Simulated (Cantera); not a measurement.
# Equilibrium for carbon deposition, reforming and gasification: acetone + H₂

Charge: 1 mol acetone, a varied amount of H₂, equilibrated at 1250 K and 17300 Torr.

Equilibrium computed with Cantera from the NASA thermochemical tables; the gas is ideal and each condensed phase is pure. Candidate condensed phases: C, C₆H₆, C₇H₈, C₈H₁₈, H₂O; 110 gas species. The feed counts by its element totals alone. Rates play no part.

| n(H₂) (mol) | log p H₂ | log p CO | log p CH₄ | log p H₂O | n C(graphite) |
|---|---|---|---|---|---|
| 1.4 | 1.19 | 0.58 | 0.42 | -0.05 | 1.67 |
| 1.9 | 1.20 | 0.54 | 0.44 | -0.08 | 1.60 |
| 2.7 | 1.21 | 0.49 | 0.46 | -0.13 | 1.49 |
| 3.7 | 1.22 | 0.43 | 0.48 | -0.18 | 1.34 |
| 5 | 1.23 | 0.36 | 0.50 | -0.23 | 1.15 |
| 6.9 | 1.24 | 0.28 | 0.52 | -0.31 | 0.878 |
| 9.5 | 1.25 | 0.19 | 0.53 | -0.39 | 0.499 |
| 13 | 1.25 | 0.09 | 0.54 | -0.48 | 0 |
log p: log10 of the partial pressure in bar; n: condensed amount in mol.

From 1.4 mol H₂ to 9.5 mol H₂ the condensed part is C(graphite). At 13 mol H₂ nothing is condensed. The main C-bearing gas is CO at 1.4 mol H₂ and CH₄ at 13 mol H₂. The share of C in condensed phases is highest at 1.4 mol H₂ (55.6 %) and lowest at 13 mol H₂ (0.0 %).
